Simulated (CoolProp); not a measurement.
A single-stage vapour-compression cycle with sulfur dioxide: evaporating at 311.15 K (dew point), condensing at 335.15 K (bubble point), superheat 0 K, subcooling 5 K, compressor efficiency 0.8, no pressure losses. Each further row changes one setting.

The numbers come from the reference Helmholtz-energy equation of state, Gao 2016 in CoolProp.

```json
[
 {"case": "as stated", "cooling COP": "9.61", "pressure ratio": "1.96", "discharge temperature (K)": "366.4", "refrigerating effect (kJ/kg)": "315", "volumetric capacity (kJ/m³)": "5100"},
 {"case": "evaporating temperature 316.15 K", "cooling COP": "12.5", "pressure ratio": "?", "discharge temperature (K)": "?", "refrigerating effect (kJ/kg)": "317", "volumetric capacity (kJ/m³)": "?"},
 {"case": "condensing temperature 330.15 K", "cooling COP": "?", "pressure ratio": "?", "discharge temperature (K)": "355.1", "refrigerating effect (kJ/kg)": "322", "volumetric capacity (kJ/m³)": "5210"},
 {"case": "subcooling 10 K", "cooling COP": "?", "pressure ratio": "1.96", "discharge temperature (K)": "366.4", "refrigerating effect (kJ/kg)": "322", "volumetric capacity (kJ/m³)": "5210"},
 {"case": "superheat 10 K", "cooling COP": "9.43", "pressure ratio": "1.96", "discharge temperature (K)": "377.9", "refrigerating effect (kJ/kg)": "323", "volumetric capacity (kJ/m³)": "?"},
 {"case": "compressor efficiency 0.7", "cooling COP": "?", "pressure ratio": "1.96", "discharge temperature (K)": "372.2", "refrigerating effect (kJ/kg)": "315", "volumetric capacity (kJ/m³)": "5100"}
]
```

Complete the blanks.


- evaporating temperature 316.15 K, pressure ratio: 1.69
- evaporating temperature 316.15 K, discharge temperature (K): 359.0
- evaporating temperature 316.15 K, volumetric capacity (kJ/m³): 5910
- condensing temperature 330.15 K, cooling COP: 12.4
- condensing temperature 330.15 K, pressure ratio: 1.72
- subcooling 10 K, cooling COP: 9.83
- superheat 10 K, volumetric capacity (kJ/m³): 5000
- compressor efficiency 0.7, cooling COP: 8.41
